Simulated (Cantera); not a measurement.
## Thermodynamics of carbothermic reduction, feed CuO + CH4 + N2

Charge: 1 mol CuO, 4.3 mol CH4, 6.2 mol N2, equilibrated at 270000 Pa.

Equilibrium computed with Cantera from the NASA thermochemical tables; the gas is ideal and each condensed phase is pure. Candidate condensed phases: C, C6H6, C7H8, C8H18, Cu, CuO, Cu(OH)2, Cu2O, H2O; 139 gas species. Kinetics and transport are ignored.

```json
[
 {"T (K)": "825", "x H2": "0.266", "x N2": "0.486", "x CH4": "0.173", "x CO": "0.00670", "x H2O": "0.0609", "n C(graphite)": "1.94", "n Cu(s)": "1.00"},
 {"T (K)": "875", "x H2": "0.333", "x N2": "0.466", "x CH4": "0.131", "x CO": "0.0137", "x H2O": "0.0504", "n C(graphite)": "2.30", "n Cu(s)": "1.00"},
 {"T (K)": "925", "x H2": "0.392", "x N2": "0.446", "x CH4": "0.0942", "x CO": "0.0243", "x H2O": "0.0382", "n C(graphite)": "2.59", "n Cu(s)": "1.00"},
 {"T (K)": "975", "x H2": "0.439", "x N2": "0.430", "x CH4": "0.0653", "x CO": "0.0365", "x H2O": "0.0260", "n C(graphite)": "2.78", "n Cu(s)": "1.00"},
 {"T (K)": "1025", "x H2": "0.473", "x N2": "0.417", "x CH4": "0.0444", "x CO": "0.0472", "x H2O": "0.0160", "n C(graphite)": "2.91", "n Cu(s)": "1.00"},
 {"T (K)": "1075", "x H2": "0.497", "x N2": "0.408", "x CH4": "0.0300", "x CO": "0.0545", "x H2O": "0.00923", "n C(graphite)": "3.00", "n Cu(s)": "1.00"},
 {"T (K)": "1125", "x H2": "0.512", "x N2": "0.403", "x CH4": "0.0204", "x CO": "0.0587", "x H2O": "0.00522", "n C(graphite)": "3.07", "n Cu(s)": "1.00"},
 {"T (K)": "1175", "x H2": "0.522", "x N2": "0.399", "x CH4": "0.0141", "x CO": "0.0609", "x H2O": "0.00298", "n C(graphite)": "3.13", "n Cu(s)": "1.00"},
 {"T (K)": "1225", "x H2": "0.529", "x N2": "0.397", "x CH4": "0.00992", "x CO": "0.0620", "x H2O": "0.00174", "n C(graphite)": "3.17", "n Cu(s)": "1.00"},
 {"T (K)": "1275", "x H2": "0.533", "x N2": "0.396", "x CH4": "0.00712", "x CO": "0.0626", "x H2O": "0.00105", "n C(graphite)": "3.20", "n Cu(s)": "1.000"}
]
```
x: gas mole fraction; n: condensed amount in mol.

From 825 K to 1275 K the condensed part is C(graphite) + Cu(s).
